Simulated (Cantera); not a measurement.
A closed system holds: 1 mol MgO, 6.2 mol CO, held at 10.0 mbar.

Method: chemical equilibrium by Gibbs-energy minimisation in Cantera with the NASA 1993 tables (ideal gas, pure condensed phases). Candidate condensed phases: C, Mg, MgCO₃, MgO; 15 gas species. Equilibrium is a limit: real reactors are often held back by kinetics, nucleation or transport.

x: gas mole fraction; n: condensed amount in mol.

| T (°C) | x CO | x Mg | x CO₂ | x MgO | x O | n MgO(s) |
|---|---|---|---|---|---|---|
| 1050 | 1.000 | 7.47e-6 | 3.95e-5 | <1e-12 | <1e-12 | 1.000 |
| 1100 | 1.000 | 3.65e-5 | 3.65e-5 | <1e-12 | <1e-12 | 1.000 |
| 1150 | 1.000 | ? | ? | <1e-12 | <1e-12 | 1.000 |
| 1200 | 1.000 | 0.000141 | 0.000141 | 1.52e-12 | <1e-12 | 0.999 |
| 1250 | 0.999 | 0.000259 | 0.000259 | 8.87e-12 | <1e-12 | 0.998 |
| 1300 | 0.999 | 0.000458 | 0.000458 | 4.62e-11 | 6.65e-12 | 0.997 |
| 1350 | 0.998 | ? | ? | ? | ? | 0.995 |
| 1400 | 0.997 | 0.00129 | 0.00129 | 9.30e-10 | 2.15e-10 | 0.992 |
| 1450 | 0.996 | 0.00206 | 0.00206 | 3.66e-9 | 1.05e-9 | 0.987 |
| 1500 | 0.994 | 0.00321 | 0.00321 | 1.33e-8 | 4.70e-9 | 0.980 |
| 1550 | 0.990 | 0.00488 | 0.00488 | 4.51e-8 | 1.93e-8 | 0.970 |

Problem. Some entries are withheld; supply them.

Solution. 
- 1150, x Mg: 7.35e-5
- 1150, x CO₂: 7.35e-5
- 1350, x Mg: 0.000780
- 1350, x CO₂: 0.000780
- 1350, x MgO: 2.17e-10
- 1350, x O: 3.99e-11
